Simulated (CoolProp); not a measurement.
The numbers come from the reference Helmholtz-energy equation of state, Setzmann 1991 in CoolProp.

Question: For methane, give the phase and the density (kg/m³), cp (kJ/(kg K)), speed of sound (m/s), expansivity (1/kK) at 144.7 K and 4.93 bar.

Answer: 
- 144.7 K and 4.93 bar: gas; density 7.19, cp 2.37, speed of sound 299, expansivity 9.01
